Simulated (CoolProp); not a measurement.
Vapour-liquid equilibrium of R114 (1) + benzene (2) at 369.8 K; x and y are mole fractions of (1).

Computed with CoolProp (multi-fluid Helmholtz-energy mixture model, Platzer 1990 and Thol 2012; pair parameters Bell 2016). This equation is an older, rougher fit; its heat capacities, sound speeds and derivatives of the liquid may be far off and weren't checked against measurements.

```
x     bubble pressure, mixture model (kPa)  bubble pressure, Raoult's law (kPa)  y, mixture model  y, Raoult's law
----  ------------------------------------  -----------------------------------  ----------------  ---------------
0.05                                 289.5                                222.5             0.440            0.298
0.15                                 484.5                                338.8             0.678            0.588
0.25                                 626.9                                455.0             0.762            0.729
0.35                                 736.5                                571.2             0.807            0.813
0.45                                 827.4                                687.5             0.839            0.868
0.55                                 909.7                                803.7             0.865            0.908
0.65                                 990.5                                920.0             0.890            0.937
0.75                                  1075                                 1036             0.916            0.960
0.85                                  1167                                 1152             0.946            0.979
0.95                                  1271                                 1269             0.980            0.994
```

The largest gap from Raoult's law is +43.0 % in bubble pressure, at x = 0.15. No azeotrope shows between x = 0.05 and 0.95.

Pair parameters are fitted to limited data, so mixtures are less certain than the pure fluids.
